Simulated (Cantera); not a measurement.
## Ignition delay

Mixture: CH3OH : O2 : N2 : H2O = 1 : 4.3 : 15.3 : 0.94 (molar parts), at 1.10 bar, adiabatic and at constant volume. Ignition delay is the time to a rise of 400 K.

Cantera simulation using GRI-Mech 3.0 (53 species, 325 reactions); the numbers are that mechanism's predictions, not measurements. GRI-Mech 3.0 was tuned for natural gas; its chemistry of methanol as a main component is partial and can be far from experiment.

```csv
T0 (K),delay (ms)
1075,95.5
1125,35.2
1175,14.2
1225,6.22
1275,2.94
1325,1.50
1375,0.811
1425,0.467
```

* **apparent activation energy between 1325 and 1425 K**: 180 kJ/mol
